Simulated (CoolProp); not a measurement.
Vapour-liquid equilibrium of R22 (1) + cyclohexane (2) at 314.1 K; x and y are mole fractions of (1).

Model: multi-fluid Helmholtz-energy mixture model, Kamei 1995 and Zhou 2014; pair parameters Bell 2016, in CoolProp.

| x | bubble pressure (MPa) | y at the bubble point | dew pressure at overall composition x (MPa) | liquid density (mol/L) |
|---|---|---|---|---|
| 0.05 | 0.1870 | 0.862 | 0.02695 | 9.184 |
| 0.15 | 0.4565 | 0.943 | 0.03015 | 9.533 |
| 0.25 | 0.6615 | 0.961 | 0.03419 | 9.898 |
| 0.35 | 0.8150 | 0.969 | 0.03948 | 10.28 |
| 0.45 | 0.9322 | 0.974 | 0.04669 | 10.67 |
| 0.55 | 1.029 | 0.977 | 0.05712 | 11.08 |
| 0.65 | 1.119 | 0.980 | 0.07352 | 11.51 |
| 0.75 | 1.215 | 0.984 | 0.1031 | 11.94 |
| 0.85 | 1.330 | 0.989 | 0.1725 | 12.37 |
| 0.95 | 1.478 | 0.995 | 0.5215 | 12.80 |

No azeotrope shows between x = 0.05 and 0.95.

The pair parameters rest on a limited set of measurements; away from them the model extrapolates. The gap from Raoult's law changes sign with composition, which may be real or a fault of the pair parameters; it wasn't checked against measurements. With so large a gap from Raoult's law the liquid may split in two, which this calculation doesn't test in full.
